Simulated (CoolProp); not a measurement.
Vapour-liquid equilibrium of propane (1) + R114 (2) at 306.7 K; x and y are mole fractions of (1).

Computed with CoolProp (multi-fluid Helmholtz-energy mixture model, Lemmon 2009 and Platzer 1990; pair parameters Bell 2016). This equation is an older, rougher fit; its heat capacities, sound speeds and derivatives of the liquid may be far off and weren't checked against measurements.

Task: Give the bubble pressure and the first vapour's composition at x = 0.15, 0.35, 0.75. Is there an azeotrope?

Result: x = 0.15: 0.4512 MPa, y = 0.438; x = 0.35: 0.6441 MPa, y = 0.669; x = 0.75: 0.9710 MPa, y = 0.890. No azeotrope shows between x = 0.05 and 0.95.

Pair parameters are fitted to limited data, so mixtures are less certain than the pure fluids.
